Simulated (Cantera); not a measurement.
Input: 1 mol Cr₂O₃, a varied amount of H₂, at 10.0 mbar.

These are equilibrium values from Cantera (NASA tables, ideal gas, pure condensed phases), not measurements of a reactor. Candidate condensed phases: Cr, Cr₂O₃, H₂O; 13 gas species. Mutual solubility and eutectic melting of coexisting phases are not modelled. Kinetics and transport are ignored.

Problem. What condenses at these points (T in K, n(H₂) in mol): (1298, 110); (1148, 1.4); (1798, 400); (1748, 17); (1598, 61); (1298, 1.4)?

Solution. 
```tsv
T (K)	n(H₂) in mol	condensed phases	Cr condensed (%)
1298	110	Cr + Cr₂O₃	100.0
1148	1.4	Cr₂O₃	100.0
1798	400	gas only	0.0
1748	17	Cr₂O₃	96.8
1598	61	Cr + Cr₂O₃	98.9
1298	1.4	Cr + Cr₂O₃	100.0
```
